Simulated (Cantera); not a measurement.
A perfectly stirred reactor is fed with CH3OH : O2 : N2 = 1 : 2.5 : 9.4 (molar parts), at 5.00 bar; it is adiabatic with a 750 K inlet, and is followed from long to short residence time, starting on the burning branch (τ in s: 0.21, 0.076, 0.028, 0.01, 0.0039, 0.0014, 0.00053, 0.00019, 7.2e-05).

Cantera simulation using GRI-Mech 3.0 (53 species, 325 reactions); the numbers are that mechanism's predictions, not measurements. GRI-Mech 3.0 was tuned for natural gas; its chemistry of methanol as a main component is partial and can be far from experiment.

Predict: blow-out, bracketed by the residence times tried; x(CH3OH) at τ = 0.210 s; x(O2) at τ = 0.210 s; x(OH) at τ = 0.210 s; x(O) at τ = 0.210 s; x(CO2) at τ = 0.210 s; x(CH3OH) at τ = 3.90 ms; x(O2) at τ = 3.90 ms; x(OH) at τ = 3.90 ms; x(O) at τ = 3.90 ms; x(CO2) at τ = 3.90 ms.

blow-out, bracketed by the residence times tried: burning at 72.0 µs, the shortest tried
x(CH3OH) at τ = 0.210 s: 2.22e-7
x(O2) at τ = 0.210 s: 0.0736
x(OH) at τ = 0.210 s: 0.00176
x(O) at τ = 0.210 s: 0.000135
x(CO2) at τ = 0.210 s: 0.0743
x(CH3OH) at τ = 3.90 ms: 7.97e-6
x(O2) at τ = 3.90 ms: 0.0744
x(OH) at τ = 3.90 ms: 0.00253
x(O) at τ = 3.90 ms: 0.000292
x(CO2) at τ = 3.90 ms: 0.0734
